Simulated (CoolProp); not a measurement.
Computed with CoolProp (reference Helmholtz-energy equation of state, Akasaka 2022).

For R1233zd(E), give the phase and the Z, cp (kJ/(kg K)), cv (kJ/(kg K)), expansivity (1/kK) at 176.85 °C and 13.8 MPa; 176.85 °C and 15.2 MPa.


- 176.85 °C and 13.8 MPa: supercritical; Z 0.521, cp 1.41, cv 0.985, expansivity 3.30
- 176.85 °C and 15.2 MPa: supercritical; Z 0.565, cp 1.39, cv 0.984, expansivity 3.05
